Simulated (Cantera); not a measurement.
Feed: 1 mol PbO, 2100 mol H2, 4.6 mol H2O, equilibrated at 1000 Pa.

These are equilibrium values from Cantera (NASA tables, ideal gas, pure condensed phases), not measurements of a reactor. Candidate condensed phases: H2O, Pb, PbO, PbO2, Pb3O4; 12 gas species. Rates play no part. All values below are at 2025 K.

Base state: H2 0.978, H 0.0190, H2O 0.00263, Pb 0.000470 (mole fractions); condensed: gas only.

### Question
What changes in the equilibrium state with this change: pressure from 1000 Pa to 73.0 Pa?

### Answer
```json
[
 {"species": "H2", "before": "0.978", "after": "0.928"},
 {"species": "H", "before": "0.0190", "after": "0.0686"},
 {"species": "H2O", "before": "0.00263", "after": "0.00255"},
 {"species": "Pb", "before": "0.000470", "after": "0.000459"},
 {"species": "OH", "before": "5.35e-6", "after": "1.97e-5"}
]
```
